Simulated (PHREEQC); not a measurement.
Make-up at 90 °C: 0.6 mol HCl and 0.042 mol KCl per kg of water. Closed to the air; pH follows from the charge balance.

Equilibrium calculation in PHREEQC: Pitzer model, pitzer.dat.

The pH is 0.33 and the ionic strength is 0.642 mol/kgw. The activity of water comes out as 0.978. The specific conductance comes out as 483000 µS/cm. The density is 0.978 g/cm³, the osmotic coefficient is 0.955 and the total alkalinity is -600 meq/kg.

```
species  molality  activity   log γ
-------  --------  --------  ------
Cl-         0.642     0.392  -0.214
H+          0.600     0.464  -0.111
K+         0.0420    0.0288  -0.164
```

This is a speciation only: nothing precipitates in the calculation. At this temperature some constants are extrapolated from 25 °C, and those without enthalpy data are left unchanged.
